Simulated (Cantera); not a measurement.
Carbothermic reduction: CuO + CH4 + H2 + C

Charge: 1 mol CuO, 0.43 mol CH4, 3 mol H2, 2.7 mol C, held at 3.80 bar.

These are equilibrium values from Cantera (NASA tables, ideal gas, pure condensed phases), not measurements of a reactor. Candidate condensed phases: C, C6H6, C7H8, C8H18, Cu, CuO, Cu(OH)2, Cu2O, H2O; 113 gas species. The numbers say what is thermodynamically allowed, not how fast it happens.

From 1627 °C to 2077 °C the condensed part is C(graphite) + Cu(l). The main Cu-bearing gas is Cu throughout. The share of Cu in condensed phases is highest at 1627 °C (99.8 %) and lowest at 2077 °C (91.0 %).

```tsv
T (°C)	x H2	x CO	x Cu	x H	n C(graphite)	n Cu(l)
1627	0.792	0.206	0.000425	0.000362	2.12	0.998
1677	0.791	0.206	0.000703	0.000523	2.12	0.997
1727	0.791	0.206	0.00113	0.000742	2.12	0.994
1777	0.790	0.205	0.00178	0.00103	2.12	0.991
1827	0.789	0.205	0.00274	0.00142	2.12	0.986
1877	0.787	0.205	0.00413	0.00192	2.11	0.980
1927	0.784	0.204	0.00610	0.00256	2.11	0.970
1977	0.781	0.204	0.00886	0.00337	2.10	0.956
2027	0.776	0.203	0.0126	0.00437	2.09	0.936
2077	0.770	0.202	0.0178	0.00561	2.09	0.910
```
x: gas mole fraction; n: condensed amount in mol.
